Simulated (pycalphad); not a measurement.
Source of the numbers: pycalphad with the COST 507 light-alloy database (1999); pressure 1 atm. These are 1990s assessments: newer ones move some temperatures and phases. Diffusion is slow at the low end, where real alloys seldom reach equilibrium.

## B-0.25N (at.%): equilibrium cooling sequence

```tsv
T (K)	phases above	phases below
2669.8	GAS + LIQUID	BN_HP4 + LIQUID
2348.0	BN_HP4 + LIQUID	BETA_RHOMBO_B + BN_HP4
```

Changes were sought between steps of 100 K, so a narrower field can be missed. At the top of the range, 3250 K, the alloy is not yet fully liquid: it holds LIQUID + GAS.

Database names, with the compositions (at.%) that they take in these runs: BN_HP4: B 50 N 50. BETA_RHOMBO_B is β-boron.
